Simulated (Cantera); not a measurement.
A closed system holds: 1 mol Al, 4 mol NH3, 150 mol H2, equilibrated at 1500 K and 0.100 bar.

Cantera equilibrium calculation (NASA polynomials, part measured and part estimated; ideal gas, pure solids and liquids). Candidate condensed phases: Al, AlN; 13 gas species. Kinetics and transport are ignored.

Base state: H2 0.990, N2 0.00952, H 5.54e-5 (mole fractions); condensed: AlN(s).

Question: What changes in the equilibrium state with this change: temperature from 1500 K to 2125 K?

Answer: 
| species | before | after |
|---|---|---|
| H2 | 0.990 | 0.970 |
| N2 | 0.00952 | 0.0125 |
| H | 5.54e-5 | 0.0113 |
| Al | 2.00e-8 | 0.00586 |
| AlH | 7.61e-9 | 0.000394 |
| AlN(s), mol | 1.000 | 0 |
